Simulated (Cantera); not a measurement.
What does this Cantera script print?

```python
import numpy as np
import cantera as ct

gas_names = """
    CL CLO CL2 Fe FeCL FeCL2 FeCL3 FeO Fe(OH)2 Fe2CL4 Fe2CL6 H HCL HNO HNO2 HNO3 HOCL HO2 H2 H2O H2O2 N
    NH NH2 NH3 NH2OH NO NO2 NO3 N2 N2H2 N2H4 N2O O OH O2 O3
""".split()
cond_names = """
    Fe(a) Fe(c) Fe(d) Fe(L) FeCL2(s) FeCL2(L) FeCL3(s) FeCL3(L) FeO(s) FeO(L) Fe(OH)2(s) Fe(OH)3(s)
    Fe2O3(s) Fe3O4(s) H2O(s) H2O(L) NH4CL(a) NH4CL(b)
""".split()


# ... load() reads the species with a 1 bar reference pressure and builds the phases ...
atoms = {
    'Fe3O4': {'Fe': 3, 'O': 4},
    'HCl': {'H': 1, 'CL': 1},
    'N2': {'N': 2},
}
top_T = {'Fe2O3(s)': 1830, 'Fe3O4(s)': 1870}  # K; cautious upper limits of use, not melting points


# ... equilibrate(T, P, feed) seeds the gas with the atoms and calls Mixture.equilibrate('TP', solver="vcs", rtol=1e-11, max_steps=5000) ...
results = []
feed = {'Fe3O4': 1, 'HCl': 1, 'N2': 2.1}  # mol
T = 975  # K
P = 10000  # Pa
mix = equilibrate(T, P, feed)
results.append((T, P, feed, dict(zip(mix.species_names, mix.species_moles))))
print(gas.report(threshold=1e-05))
for i in range(1, mix.n_phases):
    print(f"{mix.phase(i).name:16s} {mix.phase_moles(i):12.5e} mol")
```

It prints:

```
       temperature   975 K
          pressure   10000 Pa
           density   0.039095 kg/m^3
  mean mol. weight   31.693 kg/kmol
   phase of matter   gas

                          1 kg             1 kmol
                     ---------------   ---------------
          enthalpy       -3.7253e+05       -1.1806e+07  J
   internal energy       -6.2832e+05       -1.9913e+07  J
           entropy            7988.2        2.5317e+05  J/K
    Gibbs function        -8.161e+06       -2.5864e+08  J
 heat capacity c_p            1034.7             32791  J/K
 heat capacity c_v            772.31             24477  J/K

                      mass frac. Y      mole frac. X     chem. pot. / RT
                     ---------------   ---------------   ---------------
             FeCL2          0.035958         0.0089912           -63.934
             FeCL3          0.015215          0.002973           -85.486
            Fe2CL4         0.0011453         0.0001432           -127.87
               HCL           0.34005            0.2956           -39.122
               H2O         0.0078176          0.013753           -61.205
                N2           0.59977           0.67853           -27.487
     [  +31 minor]        4.5225e-05        1.2079e-05

Fe(a)             0.00000e+00 mol
FeCL2(L)          0.00000e+00 mol
FeCL3(L)          0.00000e+00 mol
FeO(s)            0.00000e+00 mol
Fe(OH)2(s)        0.00000e+00 mol
Fe(OH)3(s)        0.00000e+00 mol
Fe2O3(s)          2.40314e-02 mol
Fe3O4(s)          9.71335e-01 mol
```

Method: chemical equilibrium by Gibbs-energy minimisation in Cantera with the NASA 1993 tables (ideal gas, pure condensed phases).
